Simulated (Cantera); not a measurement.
Ammonia decomposition in nitride growth gas

A perfectly stirred reactor is fed with NH3 : H2 = 1 : 11 (molar parts), at 900 Torr; it is held at 2275 K, and followed from long to short residence time.

Cantera simulation using the gas-phase N/H chemistry of the illustrative SiF4/NH3 mechanism in the Surface Chemkin manual (1991); the numbers are that mechanism's predictions, not measurements. Walls and surfaces, which speed up NH3 decomposition in real reactors, are not modelled.

```tsv
τ (s)	x NH3	x H2	x N2H4	x N2	x NH2	x H	x N
23	0.000164	0.954	1.33e-12	0.0382	4.12e-6	0.00762	2.92e-7
5.3	0.000342	0.954	5.78e-12	0.0382	8.58e-6	0.00760	6.06e-7
1.2	0.000725	0.954	2.57e-11	0.0380	1.81e-5	0.00755	1.26e-6
0.28	0.00157	0.953	1.13e-10	0.0376	3.80e-5	0.00734	2.50e-6
0.064	0.00388	0.953	5.59e-10	0.0365	8.43e-5	0.00659	4.44e-6
0.015	0.0125	0.950	3.16e-9	0.0325	0.000200	0.00483	5.66e-6
0.0034	0.0379	0.938	1.38e-8	0.0207	0.000419	0.00330	5.54e-6
0.00078	0.0666	0.923	2.75e-8	0.00738	0.000590	0.00260	4.95e-6
0.00018	0.0799	0.916	2.54e-8	0.00126	0.000568	0.00207	3.06e-6
```
x: mole fraction; the columns are a selection and need not sum to one.
